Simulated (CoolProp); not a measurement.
Model: reference Helmholtz-energy equation of state, Thol 2018, in CoolProp.

Q: Give the vapour pressure (bar), liquid density (kg/m³), enthalpy of vaporisation (kJ/kg) of saturated hydrogen chloride at -71.25 °C.

A: 
```tsv
T (°C)	p (bar)	liquid density (kg/m³)	enthalpy of vaporisation (kJ/kg)
-71.25	2.08	1150	428
```
